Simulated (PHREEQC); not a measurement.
Buffer (model solution)

A solution holds 6.8 mmol/kgw NaHCO3, 10 mmol/kgw NaF and 2 mmol/kgw LiCl, at 25 °C. Closed to the air; pH follows from the charge balance.

All values are PHREEQC results (ion-association model, wateq4f.dat), not measurements.

The pH is 8.19 and the ionic strength comes out as 0.0187 mol/kgw. The total alkalinity is 6.80 meq/kg.

| species | molality | activity | log γ |
|---|---|---|---|
| Na+ | 0.0167 | 0.0146 | -0.058 |
| F- | 0.00993 | 0.00864 | -0.060 |
| HCO3- | 0.00659 | 0.00579 | -0.056 |
| Cl- | 0.00200 | 0.00174 | -0.060 |
| Li+ | 0.00200 | 0.00176 | -0.055 |
| CO2 | 8.44e-5 | 8.48e-5 | 0.002 |
| NaF | 7.22e-5 | 7.26e-5 | 0.002 |
| CO3-2 | 6.99e-5 | 4.17e-5 | -0.225 |
| NaHCO3 | 4.73e-5 | 4.75e-5 | 0.002 |
| NaCO3- | 1.29e-5 | 1.13e-5 | -0.056 |
| OH- | 1.77e-6 | 1.54e-6 | -0.060 |
| HF | 8.41e-8 | 8.44e-8 | 0.002 |
| H+ | 7.30e-9 | 6.51e-9 | -0.050 |

Precipitation was switched off in this run. Species that the database lacks are ignored.
